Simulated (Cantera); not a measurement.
A closed system holds: 1 mol PbO, 2.5 mol CO, 11 mol H2, held at 4.30 mbar.

Equilibrium computed with Cantera from the NASA thermochemical tables; the gas is ideal and each condensed phase is pure. Candidate condensed phases: C, C6H6, C7H8, C8H18, H2O, Pb, PbO, PbO2, Pb3O4; 113 gas species. Equilibrium is a limit: real reactors are often held back by kinetics, nucleation or transport.

At 2248 K, list the 6 most abundant gas species with their mole fractions, and the condensed phases.

H2 0.618, CO 0.162, H 0.0881, Pb 0.0658, H2O 0.0614, CO2 0.00295. Condensed: gas only.
